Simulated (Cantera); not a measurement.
Input: 1 mol Si3N4, 0.38 mol CO2, 12 mol N2, equilibrated at 1425 K and 10.0 mbar.

Method: chemical equilibrium by Gibbs-energy minimisation in Cantera with the NASA 1993 tables (ideal gas, pure condensed phases). Candidate condensed phases: C, Si, SiC, SiO2, Si2N2O, Si3N4; 34 gas species. Mutual solubility and eutectic melting of coexisting phases are not modelled. Equilibrium is a limit: real reactors are often held back by kinetics, nucleation or transport.

Base state: N2 1.000, CO 0.000258 (mole fractions); condensed: SiC(s) + Si2N2O(s) + Si3N4(s).

**Question.** What changes in the equilibrium state with this change: CO2 from 0.38 to 4.6 mol?

**Answer.** 
```json
[
 {"species": "N2", "before": "1.000", "after": "0.746"},
 {"species": "CO", "before": "0.000258", "after": "0.254"},
 {"species": "SiO", "before": "1.27e-6", "after": "0.000137"},
 {"species": "CO2", "before": "<1e-9", "after": "1.42e-5"},
 {"species": "SiC(s), mol", "before": "0.377", "after": "0"},
 {"species": "Si2N2O(s), mol", "before": "0.757", "after": "0.466"},
 {"species": "Si3N4(s), mol", "before": "0.370", "after": "0"},
 {"species": "SiO2(β-quartz), mol", "before": "0", "after": "2.07"}
]
```
The tables hold silica as quartz up to 1696 K and as liquid above; real silica turns to tridymite and cristobalite and melts near 1996 K.
